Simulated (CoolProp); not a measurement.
Computed with CoolProp (reference Helmholtz-energy equation of state, Bücker 2006).

For isobutane, give the phase and the density (kg/m³), cv (kJ/(kg K)), isothermal compressibility (1/MPa) at -0.75 °C and 4290 kPa; 47.65 °C and 4290 kPa.


- -0.75 °C and 4290 kPa: liquid; density 588, cv 1.59, isothermal compressibility 0.00238
- 47.65 °C and 4290 kPa: liquid; density 531, cv 1.78, isothermal compressibility 0.00474
